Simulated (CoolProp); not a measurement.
Vapour-liquid equilibrium of carbon dioxide (1) + isopentane (2) at 233.9 K; x and y are mole fractions of (1).

The numbers come from the multi-fluid Helmholtz-energy mixture model, Span 1996 and Lemmon 2006; pair parameters Kunz 2012 in CoolProp.

```tsv
x	bubble pressure (MPa)	y at the bubble point	dew pressure at overall composition x (MPa)	liquid density (mol/L)
0.05	0.1008	0.956	0.004743	9.626
0.125	0.2406	0.982	0.005151	10.05
0.2	0.3660	0.988	0.005634	10.53
0.275	0.4713	0.991	0.006218	11.09
0.35	0.5554	0.992	0.006936	11.73
0.425	0.6207	0.993	0.007840	12.48
0.5	0.6720	0.994	0.009016	13.34
0.575	0.7147	0.995	0.01061	14.35
0.65	0.7546	0.995	0.01288	15.53
0.725	0.7966	0.996	0.01639	16.94
0.8	0.8452	0.997	0.02252	18.63
0.875	0.9042	0.998	0.03601	20.69
0.95	0.9763	0.999	0.08974	23.24
```

No azeotrope shows between x = 0.05 and 0.95.

Pair parameters are fitted to limited data, so mixtures are less certain than the pure fluids. The gap from Raoult's law changes sign with composition, which may be real or a fault of the pair parameters; it wasn't checked against measurements. With so large a gap from Raoult's law the liquid may split in two, which this calculation doesn't test in full.
